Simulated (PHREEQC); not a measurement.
## Phosphoric acid bath

Consider water at 25 °C with 0.0011 mol NaH2PO4 and 0.0023 mol HF per kg of water. Closed to the air; pH follows from the charge balance.

All values are PHREEQC results (ion-association model, phreeqc.dat), not measurements.

Each row changes one thing in this solution. Precipitation was switched off in this run.

| case | pH | ionic strength (mol/kgw) | HF (mol/kgw) | F- (mol/kgw) | H2PO4- (mol/kgw) | H3PO4 (mol/kgw) |
|---|---|---|---|---|---|---|
| as made | 3.06 | 0.00201 | 0.00127 | 0.00102 | 0.000981 | 0.000119 |
| HF from 0.0023 to 0.00115 mol/kgw | ___ | 0.00167 | 0.000503 | 0.000645 | 0.00102 | 7.83e-5 |
| HF from 0.0023 to 0.00253 mol/kgw | ___ | 0.00207 | 0.00143 | 0.00109 | 0.000974 | 0.000126 |
| HF replaced by Na2SiF6 at the same molality | ___ | 0.00811 | 0.00134 | 0.00172 | 0.00102 | 7.88e-5 |
| 5.2e-05 mol/kgw KCl added | 3.06 | 0.00206 | 0.00127 | 0.00102 | 0.000981 | 0.000119 |
| NaH2PO4 from 0.0011 to 0.00099 mol/kgw | 3.06 | 0.00191 | 0.00127 | 0.00102 | 0.000882 | 0.000108 |

Task: Fill in the missing entries.

Result: 
- HF from 0.0023 to 0.00115 mol/kgw, pH: 3.26
- HF from 0.0023 to 0.00253 mol/kgw, pH: 3.04
- HF replaced by Na2SiF6 at the same molality, pH: 3.24

Some of these states are supersaturated (in Quartz (slow to form), Chalcedony (slow to form), for instance).
